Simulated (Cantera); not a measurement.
Stirred combustor or abatement burner

A perfectly stirred reactor is fed with 20.5 % H₂, 16.3 % O₂, 61.2 % N₂, 2.01 % H₂O, at 0.987 atm; it is adiabatic with a 775 K inlet, and is followed from long to short residence time, starting on the burning branch (τ in s: 0.023, 0.013, 0.0067, 0.0036, 0.002, 0.0011, 0.00057, 0.00031, 0.00016, 8.9e-05, 4.8e-05).

Model: GRI-Mech 3.0 (53 species, 325 reactions), integrated in Cantera.

| τ (s) | T (K) | x H₂ | x O₂ | x H₂O | x OH | x H₂O₂ | x NO₂ |
|---|---|---|---|---|---|---|---|
| 0.023 | 2214 | 0.00174 | 0.0652 | 0.245 | 0.00732 | 2.23e-7 | 5.03e-7 |
| 0.013 | 2208 | 0.00208 | 0.0653 | 0.244 | 0.00792 | 2.24e-7 | 3.20e-7 |
| 0.0067 | 2195 | 0.00275 | 0.0652 | 0.242 | 0.00894 | 2.31e-7 | 1.89e-7 |
| 0.0036 | 2176 | 0.00377 | 0.0652 | 0.240 | 0.0102 | 2.50e-7 | 1.12e-7 |
| 0.0020 | 2149 | 0.00518 | 0.0652 | 0.237 | 0.0117 | 2.84e-7 | 6.51e-8 |
| 0.0011 | 2111 | 0.00715 | 0.0653 | 0.233 | 0.0132 | 3.37e-7 | 3.64e-8 |
| 0.00057 | 2054 | 0.00993 | 0.0657 | 0.227 | 0.0146 | 4.26e-7 | 1.98e-8 |
| 0.00031 | 1986 | 0.0130 | 0.0665 | 0.221 | 0.0155 | 5.55e-7 | 1.25e-8 |
| 0.00016 | 1895 | 0.0168 | 0.0679 | 0.212 | 0.0157 | 7.91e-7 | 8.81e-9 |
| 8.9e-5 | 1801 | 0.0204 | 0.0698 | 0.204 | 0.0151 | 1.17e-6 | 6.82e-9 |
| 4.8e-5 | 1691 | 0.0249 | 0.0728 | 0.194 | 0.0137 | 1.88e-6 | 4.98e-9 |
x: mole fraction; the columns are a selection and need not sum to one.
